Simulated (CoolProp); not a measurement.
Vapour-liquid equilibrium of n-heptane (1) + p-xylene (2) at 47.5 kPa; x and y are mole fractions of (1).

Model: multi-fluid Helmholtz-energy mixture model, Span 2003 and Zhou 2012; pair parameters Bell 2016, in CoolProp.

| x | bubble temperature, mixture model (°C) | bubble temperature, Raoult's law (°C) | y, mixture model | y, Raoult's law |
|---|---|---|---|---|
| 0.05 | 107.7 | 108.8 | 0.170 | 0.143 |
| 0.2 | 97.8 | 100.4 | 0.486 | 0.452 |
| 0.35 | [?] | 93.6 | [?] | 0.647 |
| 0.5 | [?] | 88.0 | 0.772 | 0.778 |
| 0.65 | 82.1 | 83.3 | 0.856 | 0.870 |
| 0.8 | 78.6 | 79.2 | 0.923 | 0.936 |
| 0.95 | 75.5 | 75.6 | 0.982 | 0.986 |

Problem. What belongs in the gaps?

Solution. 
- 0.35, bubble temperature, mixture model (°C): 91.1
- 0.35, y, mixture model: 0.659
- 0.5, bubble temperature, mixture model (°C): 86.1

The largest gap from Raoult's law is -2.6 K in bubble temperature, at x = 0.2. No azeotrope shows between x = 0.05 and 0.95.

The pair parameters rest on a limited set of measurements; away from them the model extrapolates.
